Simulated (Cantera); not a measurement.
A freely propagating, adiabatic, planar premixed flame of 8.10 % CH₄, 0.648 % C₂H₆, 13.2 % O₂, 55.4 % N₂, 22.7 % CO₂, equivalence ratio 1.4, unburnt at 323 K and 0.118 atm; multicomponent+Soret transport, grid criteria slope 0.08 and curve 0.16, no radiation.

Model: GRI-Mech 3.0 (53 species, 325 reactions), integrated in Cantera. Burning velocities carry a grid error of a few per cent, more on coarse grids.

x: mole fraction of selected species; z is measured from the peak of heat release.

```json
[
 {"z (mm)": "-66.5", "T (K)": "324", "u (m/s)": "0.0376", "x CH₄": "0.0807", "x C₂H₆": "0.00647", "x O₂": "0.132", "x HCN": "<1e-8", "x C₂H₄": "3.99e-7", "x CH₂O": "1.49e-7"},
 {"z (mm)": "-44.4", "T (K)": "332", "u (m/s)": "0.0387", "x CH₄": "0.0793", "x C₂H₆": "0.00645", "x O₂": "0.131", "x HCN": "<1e-8", "x C₂H₄": "6.24e-6", "x CH₂O": "2.46e-6"},
 {"z (mm)": "-33.3", "T (K)": "361", "u (m/s)": "0.0422", "x CH₄": "0.0758", "x C₂H₆": "0.00640", "x O₂": "0.128", "x HCN": "2.54e-8", "x C₂H₄": "3.68e-5", "x CH₂O": "1.52e-5"},
 {"z (mm)": "-22.2", "T (K)": "500", "u (m/s)": "0.0587", "x CH₄": "0.0646", "x C₂H₆": "0.00589", "x O₂": "0.114", "x HCN": "1.93e-7", "x C₂H₄": "0.000264", "x CH₂O": "0.000113"},
 {"z (mm)": "-11.1", "T (K)": "871", "u (m/s)": "0.104", "x CH₄": "0.0390", "x C₂H₆": "0.00351", "x O₂": "0.0731", "x HCN": "8.72e-7", "x C₂H₄": "0.00116", "x CH₂O": "0.000468"},
 {"z (mm)": "-5.54", "T (K)": "1143", "u (m/s)": "0.138", "x CH₄": "0.0198", "x C₂H₆": "0.00146", "x O₂": "0.0408", "x HCN": "1.53e-6", "x C₂H₄": "0.00157", "x CH₂O": "0.000422"},
 {"z (mm)": "0", "T (K)": "1384", "u (m/s)": "0.169", "x CH₄": "0.00310", "x C₂H₆": "9.11e-5", "x O₂": "0.0101", "x HCN": "2.48e-6", "x C₂H₄": "0.000425", "x CH₂O": "9.54e-5"},
 {"z (mm)": "5.54", "T (K)": "1445", "u (m/s)": "0.177", "x CH₄": "7.11e-5", "x C₂H₆": "8.58e-8", "x O₂": "0.000846", "x HCN": "2.53e-6", "x C₂H₄": "2.75e-6", "x CH₂O": "4.30e-6"},
 {"z (mm)": "11.1", "T (K)": "1450", "u (m/s)": "0.178", "x CH₄": "?", "x C₂H₆": "<1e-8", "x O₂": "?", "x HCN": "?", "x C₂H₄": "?", "x CH₂O": "?"},
 {"z (mm)": "22.2", "T (K)": "1454", "u (m/s)": "0.178", "x CH₄": "?", "x C₂H₆": "<1e-8", "x O₂": "?", "x HCN": "?", "x C₂H₄": "<1e-8", "x CH₂O": "<1e-8"},
 {"z (mm)": "44.4", "T (K)": "1458", "u (m/s)": "0.179", "x CH₄": "<1e-8", "x C₂H₆": "<1e-8", "x O₂": "1.47e-5", "x HCN": "4.89e-7", "x C₂H₄": "<1e-8", "x CH₂O": "<1e-8"},
 {"z (mm)": "88.7", "T (K)": "1462", "u (m/s)": "0.179", "x CH₄": "<1e-8", "x C₂H₆": "<1e-8", "x O₂": "5.20e-6", "x HCN": "2.00e-7", "x C₂H₄": "<1e-8", "x CH₂O": "<1e-8"},
 {"z (mm)": "177", "T (K)": "1465", "u (m/s)": "0.179", "x CH₄": "<1e-8", "x C₂H₆": "<1e-8", "x O₂": "1.67e-6", "x HCN": "8.79e-8", "x C₂H₄": "<1e-8", "x CH₂O": "<1e-8"}
]
```

Q: Fill in the missing entries.

A: 
- 11.1, x CH₄: 1.63e-6
- 11.1, x O₂: 9.48e-5
- 11.1, x HCN: 1.87e-6
- 11.1, x C₂H₄: 1.51e-8
- 11.1, x CH₂O: 1.40e-7
- 22.2, x CH₄: 2.14e-8
- 22.2, x O₂: 3.00e-5
- 22.2, x HCN: 1.07e-6
